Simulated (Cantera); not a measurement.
A closed system holds: 1 mol FeCl₃, 1.5 mol H₂, at 7.28 Torr.

Cantera equilibrium calculation (NASA polynomials, part measured and part estimated; ideal gas, pure solids and liquids). Candidate condensed phases: Fe, FeCl₂, FeCl₃; 11 gas species. Equilibrium is a limit: real reactors are often held back by kinetics, nucleation or transport. All values below are at 1400 K.

Base state: HCl 0.389, H₂ 0.306, FeCl₂ 0.305, Fe₂Cl₄ 7.94e-5, Cl 2.86e-5, H 2.73e-5, FeCl₃ 1.89e-5 (mole fractions); condensed: Fe(γ).

Task: What changes in the equilibrium state with this change: H₂ from 1.5 to 0.41 mol?

Result: 
| species | before | after |
|---|---|---|
| FeCl₂ | 0.305 | 0.489 |
| HCl | 0.389 | 0.430 |
| FeCl₃ | 1.89e-5 | 0.0350 |
| H₂ | 0.306 | 2.79e-7 |
| Cl₂ | 9.81e-9 | 0.0131 |
| Cl | 2.86e-5 | 0.0331 |
| H | 2.73e-5 | 2.61e-8 |
| Fe₂Cl₄ | 7.94e-5 | 0.000203 |
| Fe(γ), mol | 0.0830 | 0 |

Task: What changes in the equilibrium state with this change: pressure from 7.28 Torr to 0.00113 Torr?

Result: 
| species | before | after |
|---|---|---|
| HCl | 0.389 | 0.383 |
| H₂ | 0.306 | 0.301 |
| FeCl₂ | 0.305 | 0.301 |
| Fe | 1.58e-6 | 0.0102 |
| Fe₂Cl₄ | 7.94e-5 | 1.19e-8 |
| FeCl₃ | 1.89e-5 | 2.30e-7 |
| Cl | 2.86e-5 | 0.00228 |
| FeCl | 2.51e-7 | 2.01e-5 |
| H | 2.73e-5 | 0.00218 |
| Fe(γ), mol | 0.0830 | 0.0542 |
